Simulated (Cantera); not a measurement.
A freely propagating, adiabatic, planar premixed flame of H₂ : O₂ : N₂ = 1 : 0.455 : 1.23 (molar parts), unburnt at 325 K and 100.0 Torr; mixture-averaged transport, grid criteria slope 0.08 and curve 0.16, no radiation.

Detailed kinetics in Cantera: the H2/O2 subset of GRI-Mech 3.0, which has no nitrogen chemistry. Burning velocities carry a grid error of a few per cent, more on coarse grids.

### Question
What does this change do: O2 0.455 to 0.36 parts?

### Answer
```tsv
quantity	before	after
laminar burning velocity	310 cm/s	287 cm/s
thermal thickness	4.88 mm	5.13 mm
peak x(HO₂)	0.000161	0.000139
peak x(H₂O₂)	4.89e-5	4.37e-5
peak x(OH)	0.0230	0.0120
```

### Question
What does this change do: inlet temperature 325 to 425 K?

### Answer
```
quantity                    before     after
------------------------  --------  --------
laminar burning velocity  310 cm/s  450 cm/s
thermal thickness          4.88 mm   5.20 mm
peak x(HO₂)               0.000161  0.000117
peak x(H₂O₂)               4.89e-5   1.22e-5
peak x(OH)                  0.0230    0.0247
```
